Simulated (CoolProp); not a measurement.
Vapour-liquid equilibrium of propane (1) + c-C4F8 (RC318) (2) at 0.262 MPa; x and y are mole fractions of (1).

Model: multi-fluid Helmholtz-energy mixture model, Lemmon 2009 and Platzer 1990; pair parameters Bell 2016, in CoolProp. This equation is an older, rougher fit; its heat capacities, sound speeds and derivatives of the liquid may be far off and weren't checked against measurements.

| x | bubble temperature (°C) | y at the bubble point | dew temperature at overall composition x (°C) | liquid density (mol/L) |
|---|---|---|---|---|
| 0.05 | 11.0 | 0.276 | 18.2 | 7.873 |
| 0.125 | 1.0 | 0.524 | 15.9 | 8.242 |
| 0.2 | -5.6 | 0.654 | 13.5 | 8.565 |
| 0.275 | -9.8 | 0.725 | 11.0 | 8.861 |
| 0.35 | -12.4 | 0.766 | 8.3 | 9.144 |
| 0.425 | -14.0 | 0.791 | 5.3 | 9.428 |
| 0.5 | -15.1 | 0.809 | 2.1 | 9.723 |
| 0.575 | -15.9 | 0.823 | -1.4 | 10.04 |
| 0.65 | -16.5 | 0.836 | -5.4 | 10.38 |
| 0.725 | -17.0 | 0.852 | -9.8 | 10.76 |
| 0.8 | -17.5 | 0.872 | -14.6 | 11.18 |
| 0.875 | -17.9 | 0.903 | -17.6 | 11.65 |
| 0.95 | -18.2 | 0.951 | -18.2 | 12.16 |

No azeotrope shows between x = 0.05 and 0.95.

The pair parameters rest on a limited set of measurements; away from them the model extrapolates. With so large a gap from Raoult's law the liquid may split in two, which this calculation doesn't test in full.
